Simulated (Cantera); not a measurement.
**Hydrocarbon pyrolysis for carbon deposition**

An isothermal, constant-pressure homogeneous reactor starts with 1.47 % C2H6, 98.5 % N2, at 1850 K and 13300 Pa.

Detailed kinetics in Cantera: GRI-Mech 3.0 (53 species, 325 reactions). GRI-Mech 3.0 stops at C3 and has no aromatics, soot or wall deposition, so with more carbon than oxygen in the feed, carbon stays in small species such as C2H2 where larger ones or solid carbon would form.

```json
[
 {"t (s)": "0.000400", "x C2H6": "9.33e-6", "x C2H": "3.91e-6", "x C2H4": "0.00127", "x CH4": "0.00207", "x H2": "0.0227", "x CH2": "2.05e-5", "x H": "0.000725"},
 {"t (s)": "0.000825", "x C2H6": "2.97e-6", "x C2H": "2.66e-6", "x C2H4": "0.000346", "x CH4": "0.00177", "x H2": "0.0248", "x CH2": "9.27e-6", "x H": "0.000481"},
 {"t (s)": "0.00170", "x C2H6": "1.19e-6", "x C2H": "1.90e-6", "x C2H4": "9.29e-5", "x CH4": "0.00151", "x H2": "0.0257", "x CH2": "4.52e-6", "x H": "0.000343"},
 {"t (s)": "0.00350", "x C2H6": "5.21e-7", "x C2H": "1.42e-6", "x C2H4": "3.51e-5", "x CH4": "0.00128", "x H2": "0.0263", "x CH2": "2.33e-6", "x H": "0.000258"},
 {"t (s)": "0.00722", "x C2H6": "2.46e-7", "x C2H": "1.15e-6", "x C2H4": "1.68e-5", "x CH4": "0.00106", "x H2": "0.0267", "x CH2": "1.33e-6", "x H": "0.000211"},
 {"t (s)": "0.0149", "x C2H6": "1.25e-7", "x C2H": "1.06e-6", "x C2H4": "8.90e-6", "x CH4": "0.000818", "x H2": "0.0271", "x CH2": "8.77e-7", "x H": "0.000193"},
 {"t (s)": "0.0307", "x C2H6": "5.99e-8", "x C2H": "1.07e-6", "x C2H4": "4.66e-6", "x CH4": "0.000559", "x H2": "0.0276", "x CH2": "6.29e-7", "x H": "0.000198"},
 {"t (s)": "0.0632", "x C2H6": "2.20e-8", "x C2H": "1.15e-6", "x C2H4": "2.24e-6", "x CH4": "0.000321", "x H2": "0.0279", "x CH2": "4.15e-7", "x H": "0.000212"},
 {"t (s)": "0.130", "x C2H6": "5.84e-9", "x C2H": "1.23e-6", "x C2H4": "1.24e-6", "x CH4": "0.000156", "x H2": "0.0282", "x CH2": "2.33e-7", "x H": "0.000228"},
 {"t (s)": "0.269", "x C2H6": "1.22e-9", "x C2H": "1.29e-6", "x C2H4": "9.63e-7", "x CH4": "6.85e-5", "x H2": "0.0283", "x CH2": "1.13e-7", "x H": "0.000239"},
 {"t (s)": "0.554", "x C2H6": "2.10e-10", "x C2H": "1.32e-6", "x C2H4": "9.05e-7", "x CH4": "2.78e-5", "x H2": "0.0284", "x CH2": "4.83e-8", "x H": "0.000246"},
 {"t (s)": "1.14", "x C2H6": "2.90e-11", "x C2H": "1.34e-6", "x C2H4": "8.95e-7", "x CH4": "1.01e-5", "x H2": "0.0284", "x CH2": "1.81e-8", "x H": "0.000249"},
 {"t (s)": "2.35", "x C2H6": "3.65e-12", "x C2H": "1.34e-6", "x C2H4": "8.94e-7", "x CH4": "3.21e-6", "x H2": "0.0284", "x CH2": "5.82e-9", "x H": "0.000250"},
 {"t (s)": "4.85", "x C2H6": "1.28e-12", "x C2H": "1.35e-6", "x C2H4": "8.94e-7", "x CH4": "1.35e-6", "x H2": "0.0284", "x CH2": "2.46e-9", "x H": "0.000250"},
 {"t (s)": "10.0", "x C2H6": "1.14e-12", "x C2H": "1.35e-6", "x C2H4": "8.94e-7", "x CH4": "1.17e-6", "x H2": "0.0284", "x CH2": "2.12e-9", "x H": "0.000251"}
]
```
x: mole fraction; the columns are a selection and need not sum to one.

Equilibrium at this temperature and pressure: C2H6 <1e-12, C2H 1.59e-7, C2H4 1.05e-7, CH4 1.05e-6, H2 0.0284, CH2 1.92e-9, H 0.000251 (gas phase only).
